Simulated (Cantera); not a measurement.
Low-pressure radical oxidation in H2/O2

A perfectly stirred reactor is fed with 1.64 % H2, 96.7 % O2, 1.64 % H2O, equivalence ratio 0.0085, at 10.00 Torr; it is held at 1075 K, and followed from long to short residence time.

Model: the H2/O2 subset of GRI-Mech 3.0, which has no nitrogen chemistry, integrated in Cantera. Radical loss at walls, strong at low pressure, is not modelled.

| τ (s) | x H2 | x O2 | x HO2 | x H | x OH | x O |
|---|---|---|---|---|---|---|
| 3.9 | 6.16e-5 | 0.966 | 8.34e-7 | 1.76e-5 | 0.000239 | 0.000498 |
| 1.4 | 0.000112 | 0.966 | 1.22e-6 | 4.72e-5 | 0.000338 | 0.000947 |
| 0.49 | 0.000205 | 0.965 | 1.71e-6 | 0.000125 | 0.000480 | 0.00177 |
| 0.18 | 0.000367 | 0.963 | 2.26e-6 | 0.000299 | 0.000667 | 0.00303 |
| 0.062 | 0.000694 | 0.961 | 2.88e-6 | 0.000672 | 0.000930 | 0.00484 |
| 0.022 | 0.00134 | 0.959 | 3.45e-6 | 0.00124 | 0.00125 | 0.00652 |
| 0.0079 | 0.00271 | 0.958 | 3.87e-6 | 0.00178 | 0.00159 | 0.00716 |
| 0.0028 | 0.00567 | 0.959 | 4.01e-6 | 0.00183 | 0.00180 | 0.00603 |
x: mole fraction; the columns are a selection and need not sum to one.
